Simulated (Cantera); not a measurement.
A perfectly stirred reactor is fed with CH₃OH : O₂ : N₂ : CO₂ = 1 : 2.83 : 9.62 : 0.35 (molar parts), equivalence ratio 0.53, at 2100 Torr; it is adiabatic with a 748 K inlet, and is followed from long to short residence time, starting on the burning branch (τ in s: 0.3, 0.073, 0.018, 0.0042, 0.001, 0.00024, 5.8e-05, 1.4e-05, 3.3e-06).

Cantera simulation using GRI-Mech 3.0 (53 species, 325 reactions); the numbers are that mechanism's predictions, not measurements. GRI-Mech 3.0 was tuned for natural gas; its chemistry of methanol as a main component is partial and can be far from experiment.

One state of this run: T (K) = 1975; x CH₃OH = 1.31e-6; x O₂ = 0.0927; x CO₂ = 0.0940; x NO = 0.000129; x C₂H₄ = <1e-12; x HCN = 7.02e-10; x OH = 0.00153. x: mole fraction; the columns are a selection and need not sum to one.

Q: Which value of τ (s) does it belong to?
A. 0.00024
B. 1.4e-5
C. 3.3e-6
D. 0.073

A: D, 0.073
